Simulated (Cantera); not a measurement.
# Equilibrium for fluorocarbon and chlorocarbon gases: CH3Cl + H2

Feed: 1 mol CH3Cl, 0.038 mol H2, at 13.3 mbar.

Cantera equilibrium calculation (NASA polynomials, part measured and part estimated; ideal gas, pure solids and liquids). Candidate condensed phases: C, C6H6, C7H8, C8H18; 91 gas species. Equilibrium is a limit: real reactors are often held back by kinetics, nucleation or transport.

| T (K) | x H2 | x HCl | x H | x Cl | n C(graphite) |
|---|---|---|---|---|---|
| 1450 | 0.509 | 0.491 | 5.85e-5 | 4.59e-5 | 1.000 |
| 1525 | 0.509 | 0.491 | 0.000146 | 0.000113 | 1.000 |
| 1600 | 0.509 | 0.490 | 0.000336 | 0.000256 | 1.000 |
| 1675 | 0.509 | 0.490 | 0.000717 | 0.000539 | 1.000 |
| 1750 | 0.508 | 0.489 | 0.00144 | 0.00107 | 1.000 |
| 1825 | 0.508 | 0.488 | 0.00272 | 0.00199 | 1.000 |
| 1900 | 0.506 | 0.485 | 0.00489 | 0.00354 | 0.999 |
| 1975 | 0.504 | 0.481 | 0.00841 | 0.00600 | 0.999 |
| 2050 | 0.501 | 0.475 | 0.0139 | 0.00976 | 0.998 |
| 2125 | 0.496 | 0.466 | 0.0221 | 0.0153 | 0.997 |
| 2200 | 0.488 | 0.454 | 0.0341 | 0.0230 | 0.995 |
| 2275 | 0.477 | 0.436 | 0.0508 | 0.0335 | 0.992 |
| 2350 | 0.463 | 0.414 | 0.0735 | 0.0471 | 0.989 |
x: gas mole fraction; n: condensed amount in mol.

From 1450 K to 2350 K the condensed part is C(graphite). The main C-bearing gas is CH4 at 1450 K and C2H2 (acetylene) at 2350 K.
